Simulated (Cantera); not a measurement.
Feed: 1 mol CO2, 0.14 mol SO2, 12 mol N2, at 10000 Pa.

Method: chemical equilibrium by Gibbs-energy minimisation in Cantera with the NASA 1993 tables (ideal gas, pure condensed phases). Candidate condensed phases: C, S; 58 gas species. Ions and electrons are included (thermal ionisation). Rates play no part.

log p: log10 of the partial pressure in bar; nothing condenses.

```json
[
 {"T (°C)": "2727", "log p N2": "-1.07", "log p N": "-5.39", "log p O": "-2.41", "log p CO": "-2.19", "log p O2": "-2.93", "log p NO": "-2.93"},
 {"T (°C)": "2977", "log p N2": "-1.07", "log p N": "-4.75", "log p O": "-2.22", "log p CO": "-2.16", "log p O2": "-3.23", "log p NO": "-2.96"},
 {"T (°C)": "3227", "log p N2": "-1.08", "log p N": "-4.19", "log p O": "-2.13", "log p CO": "-2.16", "log p O2": "-3.65", "log p NO": "-3.07"},
 {"T (°C)": "3477", "log p N2": "-1.08", "log p N": "-3.71", "log p O": "-2.10", "log p CO": "-2.16", "log p O2": "-4.09", "log p NO": "-3.20"},
 {"T (°C)": "3727", "log p N2": "-1.08", "log p N": "-3.29", "log p O": "-2.08", "log p CO": "-2.16", "log p O2": "-4.51", "log p NO": "-3.33"},
 {"T (°C)": "3977", "log p N2": "-1.09", "log p N": "[?]", "log p O": "-2.07", "log p CO": "-2.16", "log p O2": "[?]", "log p NO": "[?]"},
 {"T (°C)": "4227", "log p N2": "-1.09", "log p N": "[?]", "log p O": "-2.07", "log p CO": "-2.16", "log p O2": "[?]", "log p NO": "[?]"},
 {"T (°C)": "4477", "log p N2": "-1.10", "log p N": "-2.30", "log p O": "-2.07", "log p CO": "-2.17", "log p O2": "-5.55", "log p NO": "-3.68"},
 {"T (°C)": "4727", "log p N2": "-1.13", "log p N": "-2.04", "log p O": "-2.08", "log p CO": "-2.19", "log p O2": "-5.84", "log p NO": "-3.79"}
]
```

Question: Fill in the missing entries.

Answer: 
- 3977, log p N: -2.92
- 3977, log p O2: -4.89
- 3977, log p NO: -3.45
- 4227, log p N: -2.59
- 4227, log p O2: -5.23
- 4227, log p NO: -3.57
